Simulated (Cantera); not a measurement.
**Equilibrium for silicon nitride deposition: SiCl4 + NH3 + N2**

Feed: 1 mol SiCl4, 23 mol NH3, 1.1 mol N2, held at 0.0133 bar.

Equilibrium computed with Cantera from the NASA thermochemical tables; the gas is ideal and each condensed phase is pure. Candidate condensed phases: NH4Cl, Si, Si3N4; 28 gas species. The tables' values for SiCl, SiCl3, SiN are old estimates; treat these amounts as uncertain. Gases not in the tables: Si2H6 and higher silanes. The numbers say what is thermodynamically allowed, not how fast it happens.

From 1400 K to 1700 K the condensed part is Si3N4(s). From 1750 K to 1900 K the condensed part is Si(l). The main Si-bearing gas is SiCl2 throughout. The share of Si in condensed phases is highest at 1400 K (97.8 %) and lowest at 1750 K (30.0 %).

| T (K) | x H2 | x N2 | x HCl | x SiCl2 | x H | x Si | n Si3N4(s) | n Si(l) |
|---|---|---|---|---|---|---|---|---|
| 1400 | 0.671 | 0.247 | 0.0816 | 0.000424 | 3.45e-5 | 8.95e-10 | 0.326 | 0 |
| 1450 | 0.672 | 0.247 | 0.0806 | 0.000896 | 6.71e-5 | 6.93e-9 | 0.318 | 0 |
| 1500 | 0.672 | 0.247 | 0.0788 | 0.00175 | 0.000125 | 4.67e-8 | 0.304 | 0 |
| 1550 | 0.673 | 0.248 | 0.0758 | 0.00317 | 0.000224 | 2.77e-7 | 0.281 | 0 |
| 1600 | 0.674 | 0.249 | 0.0715 | 0.00526 | 0.000386 | 1.47e-6 | 0.247 | 0 |
| 1650 | 0.675 | 0.250 | 0.0658 | 0.00798 | 0.000646 | 7.02e-6 | 0.202 | 0 |
| 1700 | 0.676 | 0.252 | 0.0593 | 0.0112 | 0.00105 | 3.05e-5 | 0.149 | 0 |
| 1750 | 0.675 | 0.256 | 0.0531 | 0.0139 | 0.00165 | 0.000113 | 0 | 0.300 |
| 1800 | 0.673 | 0.256 | 0.0540 | 0.0134 | 0.00254 | 0.000238 | 0 | 0.315 |
| 1850 | 0.671 | 0.256 | 0.0548 | 0.0129 | 0.00382 | 0.000484 | 0 | 0.320 |
| 1900 | 0.669 | 0.256 | 0.0554 | 0.0124 | 0.00562 | 0.000946 | 0 | 0.310 |
x: gas mole fraction; n: condensed amount in mol.
